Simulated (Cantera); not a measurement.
Cantera run:

```python
import numpy as np
import cantera as ct

gas_names = """
    C CH CH2 CH3 CH2OH CH3O CH4 CH3OH CN CO CO2 COOH C2 C2H CHCO,ketyl C2H2,acetylene C2H2,vinylidene
    CH2CO,ketene C2H3,vinyl CH3CN CH3CO,acetyl C2H4 C2H4O,ethylen CH3CHO,ethanal CH3COOH (HCOOH)2 C2H5
    C2H6 CH3OCH3 C2H5OH CCN CNC C2N2 C2O C3 C3H3,propargyl C3H4,allene C3H4,propyne C3H4,cyclo-
    C3H5,allyl C3H6,propylene C3H6,cyclo- C3H6O C3H7,n-propyl C3H7,i-propyl C3H8 C3H8O,1propanol
    C3H8O,2propanol C3O2 C4 C4H2 C4H4,1,3-cyclo- C4H6,butadiene C4H6,2-butyne C4H6,cyclo- C4H8,1-butene
    C4H8,cis2-buten C4H8,tr2-butene C4H8,isobutene C4H8,cyclo- (CH3COOH)2 C4H9,n-butyl C4H9,i-butyl
    C4H9,s-butyl C4H9,t-butyl C4H10,isobutane C4H10,n-butane C4N2 C5 C5H6,1,3cyclo- C5H8,cyclo-
    C5H10,1-pentene C5H10,cyclo- C5H11,pentyl C5H11,t-pentyl C5H12,n-pentane C5H12,i-pentane
    CH3C(CH3)2CH3 C6H2 C6H5,phenyl C6H5O,phenoxy C6H6 C6H5OH,phenol C6H10,cyclo- C6H12,1-hexene
    C6H12,cyclo- C6H13,n-hexyl C7H7,benzyl C7H8 C7H8O,cresol C7H14,1-heptene C7H15,n-heptyl
    C7H16,n-heptane C8H8,styrene C8H10,ethylbenz C8H16,1-octene C8H17,n-octyl C8H18,isooctane
    C8H18,n-octane C9H19,n-nonyl C10H8,naphthale C10H21,n-decyl C12H9,o-bipheny C12H10,bipheny H HCN HCO
    HCCN HNC HNCO HNO HNO2 HNO3 HO2 H2 HCHO,formaldehy HCOOH H2O H2O2 N NCO NH NH2 NH3 NH2OH NO NO2 NO3
    N2 N2H2 N2H4 N2O O OH O2 O3 Si SiC SiC2 SiC4H12 SiH SiH2 SiH3 SiH4 SiN SiO SiO2 Si2 Si2C Si2N Si3
""".split()
cond_names = """
    C(gr) C6H6(L) C7H8(L) C8H18(L),n-octa H2O(s) H2O(L) Si(cr) Si(L) SiC(b) SiO2(Lqz) SiO2(hqz) SiO2(L)
    Si2N2O(s) Si3N4(a)
""".split()


def load(file, names, dense=False):
    # The tables refer to 1 bar. Condensed volumes are neglected.
    table = {s.name: s for s in ct.Species.list_from_file(file)}
    out = []
    for n in names:
        d = dict(table[n].input_data)
        d["thermo"] = dict(d["thermo"], **{"reference-pressure": 1e5})
        if dense:
            d["equation-of-state"] = {"model": "constant-volume", "density": "1e6 g/cm^3"}
        out.append(ct.Species.from_dict(d))
    return out


gas = ct.Solution(thermo="ideal-gas", species=load("nasa_gas.yaml", gas_names))
cond = {s.name: ct.Solution(thermo="fixed-stoichiometry", species=[s], name=s.name)
        for s in load("nasa_condensed.yaml", cond_names, dense=True)}
atoms = {
    'HMDSO': {'Si': 2, 'C': 6, 'H': 18, 'O': 1},
    'O3': {'O': 3},
    'N2': {'N': 2},
}
top_T = {'C(gr)': 4500, 'SiC(b)': 3050, 'Si2N2O(s)': 2100, 'Si3N4(a)': 2400}  # K; cautious upper limits of use, not melting points


def equilibrate(T, P, feed):
    n = {}
    for name, mol in feed.items():
        for a, k in atoms[name].items():
            n[a] = n.get(a, 0.0) + k * mol
    gas.TPX = T, P, n
    mass = sum(n.values()) * gas.mean_molecular_weight
    gas.equilibrate("TP")
    valid = [c for c in cond.values() if c.min_temp <= T <= top_T.get(c.name, c.max_temp)]
    mix = ct.Mixture([(gas, mass / gas.mean_molecular_weight)] + [(c, 0.0) for c in valid])
    mix.T, mix.P = T, P
    mix.equilibrate("TP", solver="vcs", rtol=1e-11, max_steps=5000)
    return mix


results = []
T = 1848.15  # K
P = 10000  # Pa
for m in [1.3, 2, 3.1, 4.7, 7.4, 11, 18, 27, 42, 66]:
    feed = {'HMDSO': 1, 'O3': 0.065, 'N2': m}  # mol
    mix = equilibrate(T, P, feed)
    results.append((T, P, feed, dict(zip(mix.species_names, mix.species_moles))))

top = {s: max(r[3][s] / sum(r[3][g] for g in gas_names) for r in results) for s in gas_names}
cols = sorted((s for s in top if top[s] > 1e-05), key=lambda s: -top[s])[:5]
seen = [c for c in cond_names if any(r[3].get(c, 0) > 1e-12 for r in results)]
print("log10 of partial pressures in bar; condensed amounts in mol")
print(f"{'n(N2)':>10s}" + "".join(f"{s[:9]:>10s}" for s in cols + seen))
for T, P, feed, n in results:
    ng = sum(n[g] for g in gas_names)
    print(f"{feed['N2']:10.4g}" + "".join(f"{np.log10(max(n[s] / ng * P / 1e5, 1e-99)):10.3f}" for s in cols)
          + "".join(f"{n.get(c, 0):10.4g}" for c in seen))
```

It prints:

```
log10 of partial pressures in bar; condensed amounts in mol
     n(N2)        N2        H2        CO       HCN         H     C(gr)    SiC(b)
       1.3    -1.951    -1.108    -1.986    -3.642    -3.829     2.788     1.992
         2    -1.789    -1.134    -2.012    -3.574    -3.842     2.781     1.992
       3.1    -1.636    -1.171    -2.049    -3.516    -3.861     2.773     1.992
       4.7    -1.504    -1.221    -2.099    -3.475    -3.886     2.763     1.992
       7.4    -1.378    -1.294    -2.171    -3.449    -3.922      2.75     1.992
        11    -1.287    -1.375    -2.252    -3.443    -3.962     2.736     1.992
        18    -1.196    -1.499    -2.376    -3.460    -4.025     2.714     1.992
        27    -1.140    -1.620    -2.496    -3.493    -4.085     2.691     1.992
        42    -1.095    -1.768    -2.643    -3.544    -4.159      2.66     1.992
        66    -1.063    -1.934    -2.807    -3.611    -4.242     2.621     1.992
```

Equilibrium computed with Cantera from the NASA thermochemical tables; the gas is ideal and each condensed phase is pure. The feed counts by its element totals alone.
